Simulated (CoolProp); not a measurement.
The fluid at 298.15 K and 0.647 MPa flows at 0.67 m/s in a round tube of 50 mm bore and 15 µm roughness, fully developed (64/Re and Nu = 3.66 if laminar; Colebrook and Gnielinski if turbulent). The same conditions are run with several fluids, on thermodynamics alone (safety and materials aside).

Model: reference Helmholtz-energy equation of state of each fluid (toluene: Lemmon 2006; ethanol: Schroeder 2014; o-xylene: Zhou 2012; benzene: Thol 2012; R227EA: Lemmon 2016), in CoolProp.

### Question
Rank toluene, ethanol, o-xylene, benzene, R227EA by Reynolds number, highest first.

### Answer
R227EA (193000), toluene (52100), benzene (48400), o-xylene (38600), ethanol (24200)

```json
[
 {"fluid": "toluene", "Darcy friction factor": "0.0218", "pressure drop (Pa/m)": "84.3", "heat-transfer coefficient (W/(m² K))": "932", "mass flow (kg/h)": "4090"},
 {"fluid": "ethanol", "Darcy friction factor": "0.0254", "pressure drop (Pa/m)": "89.6", "heat-transfer coefficient (W/(m² K))": "804", "mass flow (kg/h)": "3720"},
 {"fluid": "o-xylene", "Darcy friction factor": "0.0231", "pressure drop (Pa/m)": "90.7", "heat-transfer coefficient (W/(m² K))": "823", "mass flow (kg/h)": "4150"},
 {"fluid": "benzene", "Darcy friction factor": "0.0221", "pressure drop (Pa/m)": "86.6", "heat-transfer coefficient (W/(m² K))": "955", "mass flow (kg/h)": "4140"},
 {"fluid": "R227EA", "Darcy friction factor": "0.0178", "pressure drop (Pa/m)": "111", "heat-transfer coefficient (W/(m² K))": "1160", "mass flow (kg/h)": "6580"}
]
```

Transport values come from each fluid's own correlations; those of R227EA are estimates that may be off by 10 % or more.
